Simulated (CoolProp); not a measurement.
CHF3 (R23) along the isobar 0.588 MPa: density (kg/m³) from the reference equation and from simpler models built on Tc = 26.1 °C, pc = 4.832 MPa, ω = 0.263; each cubic takes its own stable root.

Values from CoolProp's reference Helmholtz-energy equation of state, Penoncello 2003.

```
T (°C)  phase  reference  ideal gas  van der Waals  Redlich-Kwong  Soave-Redlich-Kwong  Peng-Robinson
------  -----  ---------  ---------  -------------  -------------  -------------------  -------------
-43.45    gas      24.72      21.56          23.23          23.80                24.05          24.21
-22.95    gas      21.72      19.79          21.02          21.34                21.47          21.60
-2.55     gas      19.58      18.30          19.22          19.42                19.47          19.58
17.85     gas      17.91      17.02          17.72          17.84                17.85          17.94
38.35     gas      16.54      15.90          16.45          16.52                16.51          16.58
58.75     gas      15.40      14.92          15.36          15.40                15.37          15.43
79.25     gas      14.41      14.05          14.40          14.42                14.39          14.44
99.65     gas      13.56      13.28          13.57          13.58                13.53          13.58
120.05    gas      12.80      12.59          12.83          12.83                12.78          12.83
140.55    gas      12.13      11.97          12.16          12.16                12.11          12.15
160.95    gas      11.53      11.41          11.57          11.56                11.51          11.55
181.45    gas      10.99      10.89          11.03          11.02                10.97          11.00
201.85    gas      10.50      10.42          10.54          10.53                10.48          10.51
```
